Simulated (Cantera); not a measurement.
An adiabatic, constant-volume homogeneous reactor starts with CH₄ : O₂ : N₂ : H₂O = 1 : 3.08 : 11.6 : 0.5 (molar parts), at 1473 K and 450000 Pa. Integrator tolerance rtol = 1e-08.

Computed with Cantera and GRI-Mech 3.0 (53 species, 325 reactions).

Problem. What does this change do: pressure from 450000 Pa to 101000 Pa?

Solution. 
| quantity | before | after |
|---|---|---|
| time of steepest temperature rise | 0.407 ms | 1.33 ms |
| temperature at 0.600 s | 2758 K | 2678 K |
| equilibrium temperature | 2758 K | 2678 K |
| x(CH₄) at 0.600 s | <1e-12 (gas-phase equilibrium <1e-12) | <1e-12 (gas-phase equilibrium <1e-12) |
| x(O₂) at 0.600 s | 0.0584 (gas-phase equilibrium 0.0584) | 0.0601 (gas-phase equilibrium 0.0601) |
| x(H₂O) at 0.600 s | 0.140 (gas-phase equilibrium 0.140) | 0.136 (gas-phase equilibrium 0.136) |
| x(C₂H₂) at 0.600 s | <1e-12 (gas-phase equilibrium <1e-12) | <1e-12 (gas-phase equilibrium <1e-12) |
| x(CH₃) at 0.600 s | <1e-12 (gas-phase equilibrium <1e-12) | <1e-12 (gas-phase equilibrium <1e-12) |
| x(N₂O) at 0.600 s | 2.66e-6 (gas-phase equilibrium 2.66e-6) | 1.11e-6 (gas-phase equilibrium 1.11e-6) |

Problem. What does this change do: initial temperature 1473 to 1675 K?

Solution. 
```csv
quantity,before,after
time of steepest temperature rise,0.407 ms,67.9 µs
temperature at 0.600 s,2758 K,2850 K
equilibrium temperature,2758 K,2850 K
x(CH₄) at 0.600 s,<1e-12 (gas-phase equilibrium <1e-12),<1e-12 (gas-phase equilibrium <1e-12)
x(O₂) at 0.600 s,0.0584 (gas-phase equilibrium 0.0584),0.0580 (gas-phase equilibrium 0.0580)
x(H₂O) at 0.600 s,0.140 (gas-phase equilibrium 0.140),0.135 (gas-phase equilibrium 0.135)
x(C₂H₂) at 0.600 s,<1e-12 (gas-phase equilibrium <1e-12),<1e-12 (gas-phase equilibrium <1e-12)
x(CH₃) at 0.600 s,<1e-12 (gas-phase equilibrium <1e-12),<1e-12 (gas-phase equilibrium <1e-12)
x(N₂O) at 0.600 s,2.66e-6 (gas-phase equilibrium 2.66e-6),2.87e-6 (gas-phase equilibrium 2.87e-6)
```

Problem. What does this change do: constant pressure in place of constant volume?

Solution. 
```csv
quantity,before,after
time of steepest temperature rise,0.407 ms,0.429 ms
temperature at 0.600 s,2758 K,2568 K
equilibrium temperature,2758 K,2568 K
x(CH₄) at 0.600 s,<1e-12 (gas-phase equilibrium <1e-12),<1e-12 (gas-phase equilibrium <1e-12)
x(O₂) at 0.600 s,0.0584 (gas-phase equilibrium 0.0584),0.0599 (gas-phase equilibrium 0.0599)
x(H₂O) at 0.600 s,0.140 (gas-phase equilibrium 0.140),0.145 (gas-phase equilibrium 0.145)
x(C₂H₂) at 0.600 s,<1e-12 (gas-phase equilibrium <1e-12),<1e-12 (gas-phase equilibrium <1e-12)
x(CH₃) at 0.600 s,<1e-12 (gas-phase equilibrium <1e-12),<1e-12 (gas-phase equilibrium <1e-12)
x(N₂O) at 0.600 s,2.66e-6 (gas-phase equilibrium 2.66e-6),1.46e-6 (gas-phase equilibrium 1.46e-6)
```
